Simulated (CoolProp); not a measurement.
Saturation properties of benzene (Tc = 288.9 °C, pc = 4.906 MPa, ω = 0.211).

The numbers come from the reference Helmholtz-energy equation of state, Thol 2012 in CoolProp.

| T (°C) | p (MPa) | vapour density (kg/m³) | surface tension (mN/m) | vapour viscosity (µPa s) | liquid conductivity (mW/(m K)) |
|---|---|---|---|---|---|
| 33.25 | 0.01835 | 0.5682 | 27.1 | 7.76 | 138 |
| 41.65 | 0.02609 | 0.7884 | 26.0 | 7.96 | 136 |
| 50.05 | 0.03627 | 1.072 | 24.9 | 8.16 | 133 |
| 58.45 | 0.04945 | 1.430 | 23.8 | 8.36 | 130 |
| 66.85 | 0.06619 | 1.876 | 22.8 | 8.56 | 128 |
| 75.25 | 0.08715 | 2.424 | 21.7 | 8.75 | 125 |
| 83.65 | 0.1130 | 3.089 | 20.6 | 8.95 | 122 |
| 92.05 | 0.1445 | 3.887 | 19.6 | 9.14 | 120 |
| 100.45 | 0.1824 | 4.836 | 18.6 | 9.34 | 117 |
| 108.85 | 0.2275 | 5.954 | 17.5 | 9.53 | 115 |
| 117.25 | 0.2807 | 7.263 | 16.5 | 9.73 | 112 |
| 125.65 | 0.3429 | 8.783 | 15.5 | 9.92 | 110 |

It boils at 80.1 °C under 1 atm.

Viscosity comes from a separate model (Avgeri 2014). Thermal conductivity comes from a separate model (Assael 2012). Surface tension comes from a separate correlation (Mulero 2012).
